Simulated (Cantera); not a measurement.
An adiabatic, constant-pressure homogeneous reactor starts with C2H4 : O2 : N2 : CO2 = 1 : 1.43 : 5.37 : 1.1 (molar parts), at 1523 K and 500000 Pa. Integrator tolerance rtol = 1e-08.

Detailed kinetics in Cantera: GRI-Mech 3.0 (53 species, 325 reactions). GRI-Mech 3.0 was tuned for natural gas; its chemistry of ethylene as a main component is partial and can be far from experiment.

**Question.** What does this change do: initial temperature 1523 to 1498 K?

**Answer.** 
```
quantity                                                            before                                    after
---------------------------------  ---------------------------------------  ---------------------------------------
time of steepest temperature rise                                  6.75 µs                                  7.89 µs
temperature at 1.00 s                                               2610 K                                   2590 K
equilibrium temperature                                             2610 K                                   2590 K
x(C2H4) at 1.00 s                    <1e-12 (gas-phase equilibrium <1e-12)    <1e-12 (gas-phase equilibrium <1e-12)
x(O2) at 1.00 s                    6.39e-5 (gas-phase equilibrium 6.39e-5)  5.31e-5 (gas-phase equilibrium 5.31e-5)
x(CO2) at 1.00 s                     0.0639 (gas-phase equilibrium 0.0639)    0.0642 (gas-phase equilibrium 0.0642)
x(H2O2) at 1.00 s                  1.90e-8 (gas-phase equilibrium 1.90e-8)  1.66e-8 (gas-phase equilibrium 1.66e-8)
x(C2H6) at 1.00 s                    <1e-12 (gas-phase equilibrium <1e-12)    <1e-12 (gas-phase equilibrium <1e-12)
```

**Question.** What does this change do: initial temperature 1523 to 1648 K?

**Answer.** 
```tsv
quantity	before	after
time of steepest temperature rise	6.75 µs	3.73 µs
temperature at 1.00 s	2610 K	2706 K
equilibrium temperature	2610 K	2706 K
x(C2H4) at 1.00 s	<1e-12 (gas-phase equilibrium <1e-12)	<1e-12 (gas-phase equilibrium <1e-12)
x(O2) at 1.00 s	6.39e-5 (gas-phase equilibrium 6.39e-5)	0.000150 (gas-phase equilibrium 0.000150)
x(CO2) at 1.00 s	0.0639 (gas-phase equilibrium 0.0639)	0.0625 (gas-phase equilibrium 0.0625)
x(H2O2) at 1.00 s	1.90e-8 (gas-phase equilibrium 1.90e-8)	3.47e-8 (gas-phase equilibrium 3.47e-8)
x(C2H6) at 1.00 s	<1e-12 (gas-phase equilibrium <1e-12)	<1e-12 (gas-phase equilibrium <1e-12)
```
